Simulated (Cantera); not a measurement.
Thermodynamics of nitride etching, feed Si3N4 + HF + N2

Feed: 1 mol Si3N4, a varied amount of HF, 19 mol N2, at 10.0 mbar.

Method: chemical equilibrium by Gibbs-energy minimisation in Cantera with the NASA 1993 tables (ideal gas, pure condensed phases). Candidate condensed phases: Si, Si3N4; 37 gas species. The tables' values for SiF2, SiF3 are old estimates. The numbers say what is thermodynamically allowed, not how fast it happens.

**Question.** Map the stable condensed phases over T = 750, 850, 950, 1050, 1150, 1250, 1350, 1450, 1550, 1650 °C and n(HF) in mol = 3.1, 9.8, 17, 23, 30, 37, 43.

**Answer.** 
```
T in °C \ n(HF) in mol
         3.1 9.8  17  23  30  37  43
   1650    A   B   B   B   B   B   B
   1550    A   B   B   B   B   B   B
   1450    C   B   B   B   B   B   B
   1350    C   C   B   B   B   B   B
   1250    C   C   B   B   B   B   B
   1150    C   C   B   B   B   B   B
   1050    C   C   B   B   B   B   B
    950    C   C   B   B   B   B   B
    850    C   C   B   B   B   B   B
    750    C   C   B   B   B   B   B
```
A: Si; B: gas only; C: Si3N4.
